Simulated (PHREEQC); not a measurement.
A PHREEQC speciation (ion-association model, phreeqc.dat) at 25 °C gives pH 6.53 and these molalities:

| species | mol/kgw |
|---|---|
| K+ | 0.100 |
| SO4-2 | 0.0450 |
| KSO4- | 0.00999 |
| NH4+ | 0.000131 |
| H2PO4- | 3.83e-5 |
| NH4SO4- | 2.34e-5 |
| HPO4-2 | 1.85e-5 |
| KHPO4- | 1.16e-6 |
| HSO4- | 5.57e-7 |
| H+ | 3.64e-7 |
| NH3 | 1.75e-7 |
| OH- | 4.67e-8 |

**Question.** What are the element totals, and what could have been dissolved in 1 kg of water to give them?

**Answer.** One answer among several that fit: totals K 0.110, N(-3) 0.000155, P 5.80e-5, S(6) 0.0550 mol/kgw, from 0.055 mol K2SO4, 5.8e-05 mol (NH4)2HPO4 and 3.9e-05 mol NH4HSO4 per kg of water.

No solid was allowed to form.
